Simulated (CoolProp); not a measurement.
Vapour-liquid equilibrium of R114 (1) + R113 (2) at 297.5 K; x and y are mole fractions of (1).

Computed with CoolProp (multi-fluid Helmholtz-energy mixture model, Platzer 1990 and Marx 1992; pair parameters Bell 2016). This equation is an older, rougher fit; its heat capacities, sound speeds and derivatives of the liquid may be far off and weren't checked against measurements.

Problem. Give the bubble pressure and the first vapour's composition at x = 0.15, 0.85, 0.95. Is there an azeotrope?

Solution. x = 0.15: 0.06831 MPa, y = 0.450; x = 0.85: 0.1846 MPa, y = 0.960; x = 0.95: 0.2014 MPa, y = 0.987. No azeotrope shows between x = 0.05 and 0.95.

Pair parameters are fitted to limited data, so mixtures are less certain than the pure fluids.
